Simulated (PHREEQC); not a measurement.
Model water analysis in mg/L, 25 °C, pH 2.64, pe 12.4: Na 462; K 3.84; Ca 196; Mg 47.2; Cl 265; S(6) as SO4 1500; Br 0.543; Cd 9.18.

Valence states are taken as typed.

The numbers come from PHREEQC with the ion-association model, wateq4f.dat.

Each row changes one thing in this solution. No solid was allowed to form.

| case | ionic strength (mol/kgw) | SO4-2 (mol/kgw) | Ca+2 (mol/kgw) | CaSO4 (mol/kgw) | HSO4- (mol/kgw) | Mg+2 (mol/kgw) | SI of Gypsum (CaSO4:2H2O) | SI of Epsomite (MgSO4:7H2O) |
|---|---|---|---|---|---|---|---|---|
| as made | 0.0475 | 0.0113 | 0.00325 | 0.00162 | 0.00143 | 0.00122 | -0.50 | -3.36 |
| K from 3.84 to 11.5 mg/L | 0.0476 | 0.0113 | 0.00325 | 0.00162 | 0.00143 | 0.00122 | -0.50 | -3.36 |
| all concentrations times 2 at the same typed pH | 0.0900 | 0.0216 | 0.00589 | [?] | 0.00237 | 0.00217 | -0.12 | [?] |
| temperature from 25 to 40 °C at the same typed pH | 0.0461 | 0.0106 | 0.00319 | 0.00168 | [?] | 0.00108 | -0.53 | -3.55 |

Question: What belongs in the gaps?

Answer: 
- all concentrations times 2 at the same typed pH, CaSO4 (mol/kgw): 0.00387
- all concentrations times 2 at the same typed pH, SI of Epsomite (MgSO4:7H2O): -2.99
- temperature from 25 to 40 °C at the same typed pH, HSO4- (mol/kgw): 0.00189

Complexes and solids missing from the database can't appear. At this temperature some constants are extrapolated from 25 °C, and those without enthalpy data are left unchanged.
